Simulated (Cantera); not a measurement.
An adiabatic, constant-volume homogeneous reactor starts with H2 : O2 : N2 : H2O = 1 : 0.847 : 3.19 : 0.37 (molar parts), equivalence ratio 0.59, at 1773 K and 1.01 bar. Integrator tolerance rtol = 1e-08.

Detailed kinetics in Cantera: GRI-Mech 3.0 (53 species, 325 reactions).

```csv
quantity,before,after
time of steepest temperature rise,7.05 µs,21.7 µs
temperature at 2.00 s,2785 K,2691 K
equilibrium temperature,2785 K,2691 K
x(H2) at 2.00 s,0.0166 (gas-phase equilibrium 0.0166),0.0202 (gas-phase equilibrium 0.0202)
x(O2) at 2.00 s,0.0575 (gas-phase equilibrium 0.0575),0.0589 (gas-phase equilibrium 0.0589)
x(H2O) at 2.00 s,0.235 (gas-phase equilibrium 0.235),0.226 (gas-phase equilibrium 0.226)
x(H2O2) at 2.00 s,8.39e-7 (gas-phase equilibrium 8.39e-7),3.71e-7 (gas-phase equilibrium 3.71e-7)
x(NO2) at 2.00 s,7.31e-6 (gas-phase equilibrium 7.31e-6),3.79e-6 (gas-phase equilibrium 3.79e-6)
```

**Question.** Which change was made?
A. constant pressure in place of constant volume
B. H2O 0.37 to 0.11 parts
C. pressure from 1.01 bar to 0.300 bar
D. initial temperature 1773 to 1225 K

**Answer.** C, pressure from 1.01 bar to 0.300 bar
